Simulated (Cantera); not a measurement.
Input: 1 mol Si, a varied amount of HBr, 0.24 mol H2, at 750 K and 0.310 bar.

These are equilibrium values from Cantera (NASA tables, ideal gas, pure condensed phases), not measurements of a reactor. Candidate condensed phases: Br2, Si; 19 gas species. Equilibrium is a limit: real reactors are often held back by kinetics, nucleation or transport.

### Question
Which condensed phases are stable at each of these points (n(HBr) (mol)): 1.5, 1.8, 2.1, 2.4, 2.8, 3.3, 3.8, 4.4, 5.2, 6, 7, 8.2?

### Answer
```csv
n(HBr) (mol),condensed phases,Si condensed (%)
1.5,Si(s),61.9
1.8,Si(s),54.3
2.1,Si(s),46.7
2.4,Si(s),39.1
2.8,Si(s),28.9
3.3,Si(s),16.2
3.8,Si(s),3.5
4.4,gas only,0.0
5.2,gas only,0.0
6,gas only,0.0
7,gas only,0.0
8.2,gas only,0.0
```

From 1.5 mol HBr to 3.8 mol HBr the condensed part is Si(s). From 4.4 mol HBr to 8.2 mol HBr nothing is condensed.
